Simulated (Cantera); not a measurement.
Source: NASA polynomial tables (part measured, part estimated), evaluated in Cantera. Values are per mole of reaction as written; species without (g) are pure solids or liquids, kept so even where they would boil at 1 bar.

2 Fe + 3 N₂O(g) → 6 N(g) + Fe₂O₃

```csv
T (K),ΔH° (kJ),ΔS° (J/K),ΔG° (kJ),log10 K
400,1772.3,310.9,1648.0,-215.20
475,[?],[?],[?],[?]
550,[?],[?],[?],[?]
625,1785.4,337.0,1574.8,-131.61
700,1789.7,343.4,1549.3,-115.61
775,[?],[?],[?],[?]
850,1797.9,354.1,1496.9,-91.99
925,1801.2,357.8,1470.2,-83.02
```

Problem. Some entries are withheld; supply them.

Solution. 
- 475, ΔH° (kJ): 1776.8
- 475, ΔS° (J/K): 321.3
- 475, ΔG° (kJ): 1624.2
- 475, log10 K: -178.61
- 550, ΔH° (kJ): 1781.2
- 550, ΔS° (J/K): 329.7
- 550, ΔG° (kJ): 1599.8
- 550, log10 K: -151.93
- 775, ΔH° (kJ): 1793.9
- 775, ΔS° (J/K): 349.2
- 775, ΔG° (kJ): 1523.3
- 775, log10 K: -102.67
